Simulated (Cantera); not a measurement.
Input: 1 mol Al2O3, 0.012 mol Cl2, 0.028 mol O2, 0.056 mol H2O, at 452 °C and 1330 Pa.

Method: chemical equilibrium by Gibbs-energy minimisation in Cantera with the NASA 1993 tables (ideal gas, pure condensed phases). Candidate condensed phases: Al, AlCl3, Al2O3, H2O; 29 gas species. Condensed phases not in the tables: AlOCl. Equilibrium is a limit: real reactors are often held back by kinetics, nucleation or transport.

Base state: H2O 0.462, O2 0.325, HCl 0.188, Cl2 0.0250 (mole fractions); condensed: Al2O3(s).

Task: What changes in the equilibrium state with this change: Al2O3 replaced by Al?

Result: 
```json
[
 {"species": "H2", "before": "<1e-9", "after": "0.878"},
 {"species": "AlCl3", "before": "<1e-9", "after": "0.118"},
 {"species": "Al2Cl6", "before": "<1e-9", "after": "0.00392"},
 {"species": "H2O", "before": "0.462", "after": "<1e-9"},
 {"species": "O2", "before": "0.325", "after": "<1e-9"},
 {"species": "Cl2", "before": "0.0250", "after": "<1e-9"},
 {"species": "HCl", "before": "0.188", "after": "8.33e-7"},
 {"species": "AlCl", "before": "<1e-9", "after": "8.87e-5"},
 {"species": "AlCl2", "before": "<1e-9", "after": "5.19e-5"},
 {"species": "Al2O3(s), mol", "before": "1.00", "after": "0.0373"},
 {"species": "Al(s), mol", "before": "0", "after": "0.917"}
]
```
The tables' values for AlCl2 are old estimates; treat these amounts as uncertain.

Task: What changes in the equilibrium state with this change: temperature from 452 °C to 925 °C?

Result: 
| species | before | after |
|---|---|---|
| H2O | 0.462 | 0.433 |
| O2 | 0.325 | 0.333 |
| HCl | 0.188 | 0.232 |
| Cl2 | 0.0250 | 0.000866 |
| OH | <1e-9 | 2.00e-5 |
| Cl | 1.88e-6 | 0.00118 |
| Al2O3(s), mol | 1.00 | 1.00 |
